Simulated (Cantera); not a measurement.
Adiabatic ignition

An adiabatic, constant-volume homogeneous reactor starts with 8.18 % CH4, 19.3 % O2, 72.5 % N2, at 1200 K and 1050 Torr.

Computed with Cantera and GRI-Mech 3.0 (53 species, 325 reactions).

```csv
t (s),T (K),P (bar),x CH4,x O2,x C2H,x OH,x C2H2
1.00e-5,1200,1.40,0.0818,0.193,<1e-12,9.93e-12,<1e-12
1.93e-5,1200,1.40,0.0818,0.193,<1e-12,1.70e-11,<1e-12
3.73e-5,1200,1.40,0.0818,0.193,<1e-12,3.18e-11,<1e-12
7.20e-5,1200,1.40,0.0818,0.193,<1e-12,6.46e-11,<1e-12
0.000139,1200,1.40,0.0818,0.193,<1e-12,1.42e-10,<1e-12
0.000268,1200,1.40,0.0818,0.193,<1e-12,3.38e-10,<1e-12
0.000518,1200,1.40,0.0818,0.193,<1e-12,8.65e-10,<1e-12
0.00100,1200,1.40,0.0818,0.193,<1e-12,2.34e-9,<1e-12
0.00193,1200,1.40,0.0818,0.193,<1e-12,5.21e-9,<1e-12
0.00373,1200,1.40,0.0817,0.193,<1e-12,7.68e-9,1.47e-11
0.00720,1201,1.40,0.0816,0.193,<1e-12,1.18e-8,1.67e-10
0.0139,1204,1.40,0.0812,0.193,<1e-12,2.64e-8,2.24e-9
0.0268,1232,1.44,0.0774,0.190,<1e-12,3.03e-7,2.11e-7
0.0518,2779,3.33,<1e-12,0.0323,<1e-12,0.0174,<1e-12
0.100,2779,3.33,<1e-12,0.0323,<1e-12,0.0174,<1e-12
```
x: mole fraction; the columns are a selection and need not sum to one.

time of steepest temperature rise: 30.1 ms
temperature at 0.100 s: 2779 K
equilibrium temperature: 2779 K
x(CH4) at 0.100 s: <1e-12 (gas-phase equilibrium <1e-12)
x(O2) at 0.100 s: 0.0323 (gas-phase equilibrium 0.0323)
x(C2H) at 0.100 s: <1e-12 (gas-phase equilibrium <1e-12)
